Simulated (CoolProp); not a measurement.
Properties of R114 along the isotherm 500 K (Tc = 420.6 K, pc = 3352 kPa, ω = 0.252).

Model: reference Helmholtz-energy equation of state, Platzer 1990, in CoolProp. This equation is an older, rougher fit.

| p (kPa) | phase | Z | cv (kJ/(kg K)) | speed of sound (m/s) |
|---|---|---|---|---|
| 186 | gas | 0.9897 | 0.8167 | 159.1 |
| 372 | gas | 0.9792 | [?] | 157.7 |
| 559 | gas | 0.9686 | 0.8178 | 156.2 |
| 745 | gas | [?] | [?] | 154.8 |
| 931 | gas | 0.9470 | 0.8190 | 153.3 |
| 1120 | gas | [?] | 0.8196 | 151.8 |
| 1300 | gas | 0.9251 | 0.8203 | 150.3 |
| 1490 | gas | [?] | 0.8211 | 148.7 |
| 1680 | gas | 0.9020 | 0.8219 | 147.1 |

Question: Fill in the missing entries.

Answer: 
- 372, cv (kJ/(kg K)): 0.8172
- 745, Z: 0.9579
- 745, cv (kJ/(kg K)): 0.8183
- 1120, Z: 0.9359
- 1490, Z: 0.9136
